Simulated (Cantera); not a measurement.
What does this Cantera script print?

```python
import numpy as np
import cantera as ct

gas_names = """
    F FO FO2 F2 F2O N NF NF2 NF3 NO NO2 NO3 N2 N2O O O2 O3 Si SiF SiF2 SiF3 SiF4 SiN SiO SiO2 Si2 Si2N
    Si3
""".split()
cond_names = """
    Si(cr) Si(L) SiO2(Lqz) SiO2(hqz) SiO2(L) Si2N2O(s) Si3N4(a)
""".split()


# ... load() reads the species with a 1 bar reference pressure and builds the phases ...
atoms = {
    'SiO2': {'Si': 1, 'O': 2},
    'NF3': {'N': 1, 'F': 3},
    'O2': {'O': 2},
}
top_T = {'Si2N2O(s)': 2100, 'Si3N4(a)': 2400}  # K; cautious upper limits of use, not melting points


# ... equilibrate(T, P, feed) seeds the gas with the atoms and calls Mixture.equilibrate('TP', solver="vcs", rtol=1e-11, max_steps=5000) ...
results = []
feed = {'SiO2': 1, 'NF3': 1.3, 'O2': 19}  # mol
P = 8800  # Pa
for T in [1423, 1473, 1523, 1573, 1623, 1673, 1723, 1773, 1823, 1873, 1923]:
    mix = equilibrate(T, P, feed)
    results.append((T, P, feed, dict(zip(mix.species_names, mix.species_moles))))

top = {s: max(r[3][s] / sum(r[3][g] for g in gas_names) for r in results) for s in gas_names}
cols = sorted((s for s in top if top[s] > 0.0001), key=lambda s: -top[s])[:6]
seen = [c for c in cond_names if any(r[3].get(c, 0) > 1e-12 for r in results)]
print("log10 of partial pressures in bar; condensed amounts in mol")
print(f"{'T/K':>10s}" + "".join(f"{s[:9]:>10s}" for s in cols + seen))
for T, P, feed, n in results:
    ng = sum(n[g] for g in gas_names)
    print(f"{T:10.4g}" + "".join(f"{np.log10(max(n[s] / ng * P / 1e5, 1e-99)):10.3f}" for s in cols)
          + "".join(f"{n.get(c, 0):10.4g}" for c in seen))
```

Output:

```
log10 of partial pressures in bar; condensed amounts in mol
       T/K        O2      SiF4        N2        NO         O         F SiO2(hqz)   SiO2(L)
      1423    -1.090    -2.401    -2.580    -4.529    -6.416    -7.511     0.025         0
      1473    -1.090    -2.401    -2.580    -4.415    -6.099    -7.185     0.025         0
      1523    -1.090    -2.401    -2.581    -4.309    -5.803    -6.880   0.02501         0
      1573    -1.090    -2.401    -2.582    -4.210    -5.526    -6.594   0.02501         0
      1623    -1.090    -2.401    -2.583    -4.117    -5.266    -6.326   0.02503         0
      1673    -1.090    -2.401    -2.585    -4.030    -5.021    -6.073   0.02504         0
      1723    -1.090    -2.401    -2.586    -3.948    -4.790    -5.834         0   0.02508
      1773    -1.090    -2.401    -2.588    -3.870    -4.572    -5.607         0   0.02512
      1823    -1.090    -2.401    -2.590    -3.797    -4.367    -5.393         0   0.02519
      1873    -1.090    -2.401    -2.593    -3.729    -4.172    -5.190         0   0.02529
      1923    -1.091    -2.402    -2.596    -3.664    -3.987    -4.997         0   0.02543
```

Equilibrium computed with Cantera from the NASA thermochemical tables; the gas is ideal and each condensed phase is pure. The tables' values for SiF3 are old estimates; treat these amounts as uncertain. The tables hold silica as quartz up to 1696 K and as liquid above; real silica turns to tridymite and cristobalite and melts near 1996 K.
